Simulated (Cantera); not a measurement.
Input: 1 mol SiH2Cl2, 0.32 mol Cl2, 12 mol H2, at 133 Pa.

Method: chemical equilibrium by Gibbs-energy minimisation in Cantera with the NASA 1993 tables (ideal gas, pure condensed phases). Candidate condensed phases: Si; 19 gas species. The tables' values for SiCl3, SiCl are old estimates; treat these amounts as uncertain. The numbers say what is thermodynamically allowed, not how fast it happens.

x: gas mole fraction; n: condensed amount in mol.

| T (K) | x H2 | x HCl | x SiCl2 | x SiCl4 | x SiCl3 | n Si(s) |
|---|---|---|---|---|---|---|
| 1048 | 0.901 | 0.0614 | 0.00780 | 0.0231 | 0.00314 | 0.476 |
| 1148 | 0.871 | ? | ? | ? | 0.00401 | 0.495 |
| 1248 | 0.857 | 0.106 | 0.0328 | 0.00130 | 0.00243 | 0.474 |
| 1348 | 0.855 | 0.106 | 0.0370 | 0.000180 | 0.00115 | 0.451 |
| 1448 | 0.856 | 0.104 | 0.0391 | ? | 0.000567 | 0.431 |
| 1548 | 0.856 | 0.102 | 0.0405 | 6.29e-6 | 0.000302 | 0.414 |
| 1648 | 0.855 | 0.100 | 0.0416 | 1.58e-6 | 0.000172 | 0.396 |

Task: Complete the blanks.

Result: 
- 1148, x HCl: 0.0936
- 1148, x SiCl2: 0.0221
- 1148, x SiCl4: 0.00805
- 1448, x SiCl4: 3.02e-5
